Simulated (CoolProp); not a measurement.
A single-stage vapour-compression cycle with the fluid: evaporating at 268.15 K (dew point), condensing at 316.15 K (bubble point), superheat 0 K, subcooling 0 K, compressor efficiency 0.8, no pressure losses. The same conditions are run with several fluids, on thermodynamics alone (safety and materials aside).

Model: reference Helmholtz-energy equation of state of each fluid (R143a: Lemmon and Jacobsen 2000; R1336mzz(Z): McLinden 2020; R152A: Outcalt 1996; R134a: Tillner-Roth 1994; fluoroethane (R161): Wu 2012; n-perfluorobutane: Gao 2022), in CoolProp.

| fluid | cooling COP | pressure ratio | discharge temperature (K) | refrigerating effect (kJ/kg) | volumetric capacity (kJ/m³) |
|---|---|---|---|---|---|
| R143a | ? | ? | 329.0 | 115 | 2670 |
| R1336mzz(Z) | ? | 7.35 | 316.1 | 124 | 178 |
| R152A | ? | 4.48 | 340.8 | 227 | ? |
| R134a | 3.43 | ? | 328.8 | 135 | 1630 |
| fluoroethane (R161) | 3.53 | 3.98 | 344.9 | ? | 2420 |
| n-perfluorobutane | 2.63 | ? | 316.1 | 43.9 | 440 |

Q: Complete the blanks.

A: 
- R143a, cooling COP: 3.06
- R143a, pressure ratio: 3.72
- R1336mzz(Z), cooling COP: 3.56
- R152A, cooling COP: 3.61
- R152A, volumetric capacity (kJ/m³): 1590
- R134a, pressure ratio: 4.52
- fluoroethane (R161), refrigerating effect (kJ/kg): 277
- n-perfluorobutane, pressure ratio: 5.11

The compression ends wet for: R1336mzz(Z); n-perfluorobutane.
